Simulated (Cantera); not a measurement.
A Cantera script and what it prints.

```python
import numpy as np
import cantera as ct

gas_names = """
    N2 OH NH3 CrO3
""".split()
cond_names = """
    Cr2N(s)
""".split()


# ... load() reads the species with a 1 bar reference pressure and builds the phases ...
species = {s.name: s for s in load("nasa_gas.yaml", gas_names) + load("nasa_condensed.yaml", cond_names)}
# Each term lists the table entries of one substance; the one whose range holds T is used.
reactions = {
    '2 Cr2N + N2(g) + 12 OH(g) = 4 NH3(g) + 4 CrO3(g)':
        [(-2, ['Cr2N(s)']), (-1, ['N2']), (-12, ['OH']), (4, ['NH3']), (4, ['CrO3'])],
}


def pick(names, T):
    return next(species[n] for n in names if species[n].thermo.min_temp <= T <= species[n].thermo.max_temp)


results = []
for label, terms in reactions.items():
    print(label)
    print("     T/K   dH/kJ  dS/(J/K)   dG/kJ   log10 K")
    for T in [300, 1398, 1473, 1548, 1623, 1698, 1773, 1848]:
        used = [(nu, pick(names, T)) for nu, names in terms]
        dH = sum(nu * s.thermo.h(T) for nu, s in used) / 1e6
        dS = sum(nu * s.thermo.s(T) for nu, s in used) / 1e3
        dG = dH - T * dS / 1e3
        logK = -dG * 1e6 / (ct.gas_constant * T * np.log(10))
        results.append((label, T, dH, dS, dG, logK, [s.name for _, s in used]))
        print(f"{T:8g} {dH:8.1f} {dS:8.1f} {dG:8.1f} {logK:8.2f}")
```

Result:

```
2 Cr2N + N2(g) + 12 OH(g) = 4 NH3(g) + 4 CrO3(g)
     T/K   dH/kJ  dS/(J/K)   dG/kJ   log10 K
     300  -1576.7   -691.4  -1369.2   238.40
    1398  -1647.5   -811.6   -512.9    19.16
    1473  -1651.3   -814.2   -451.9    16.02
    1548  -1655.2   -816.8   -390.7    13.18
    1623  -1659.3   -819.4   -329.4    10.60
    1698  -1663.6   -822.0   -267.8     8.24
    1773  -1668.1   -824.6   -206.1     6.07
    1848  -1672.8   -827.2   -144.1     4.07
```

Cantera with NASA thermochemical tables; ideal gases at 1 bar, condensed phases pure. Condensed species are held in their standard states even where they would react or evaporate.
